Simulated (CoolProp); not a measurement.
Vapour-liquid equilibrium of hydrogen chloride (1) + n-butane (2) at 294 K; x and y are mole fractions of (1).

Model: multi-fluid Helmholtz-energy mixture model, Thol 2018 and Bücker 2006; pair parameters Bell 2016, in CoolProp.

### Question
Give the bubble pressure and the first vapour's composition at x = 0.25, 0.35, 0.45. Is there an azeotrope?

### Answer
x = 0.25: 1.509 MPa, y = 0.853; x = 0.35: 1.929 MPa, y = 0.885; x = 0.45: 2.283 MPa, y = 0.904. No azeotrope shows between x = 0.05 and 0.95.

The pair parameters rest on a limited set of measurements; away from them the model extrapolates. The gap from Raoult's law changes sign with composition, which may be real or a fault of the pair parameters; it wasn't checked against measurements.
